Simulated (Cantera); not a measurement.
A freely propagating, adiabatic, planar premixed flame of H₂ : O₂ : N₂ : H₂O = 1 : 0.641 : 2.41 : 0.44 (molar parts), equivalence ratio 0.78, unburnt at 450 K and 5.03 atm; mixture-averaged transport, grid criteria slope 0.08 and curve 0.16, no radiation.

Model: the H2/O2 subset of GRI-Mech 3.0, which has no nitrogen chemistry, integrated in Cantera. The hydrogen kinetics of GRI-Mech 3.0 are dated; newer H2 mechanisms differ, most at raised pressure. Burning velocities carry a grid error of a few per cent, more on coarse grids.

Question: How do the results move with these cheaper or finer settings: unity-Lewis-number transport; multicomponent transport; multicomponent+Soret transport; grid criteria slope 0.5, curve 1; grid criteria slope 0.25, curve 0.5; grid criteria slope 0.03, curve 0.06?

Answer: 
| setting | laminar burning velocity | thermal thickness | peak x(O) | peak x(HO₂) | grid points |
|---|---|---|---|---|---|
| as above | 109 cm/s | 0.0712 mm | 0.00204 | 0.000901 | 112 |
| unity-Lewis-number transport | 169 cm/s | 0.0501 mm | 0.00380 | 0.000786 | 108 |
| multicomponent transport | 113 cm/s | 0.0698 mm | 0.00211 | 0.000911 | 112 |
| multicomponent+Soret transport | 103 cm/s | 0.0724 mm | 0.00199 | 0.000860 | 112 |
| grid criteria slope 0.5, curve 1 | 91.3 cm/s | 0.0896 mm | 0.00157 | 0.000776 | 33 |
| grid criteria slope 0.25, curve 0.5 | 108 cm/s | 0.0761 mm | 0.00195 | 0.000867 | 50 |
| grid criteria slope 0.03, curve 0.06 | 113 cm/s | 0.0686 mm | 0.00213 | 0.000928 | 247 |
Unity Lewis numbers drop preferential diffusion, which matters most where H2 and H carry the flame; Soret adds thermal diffusion.
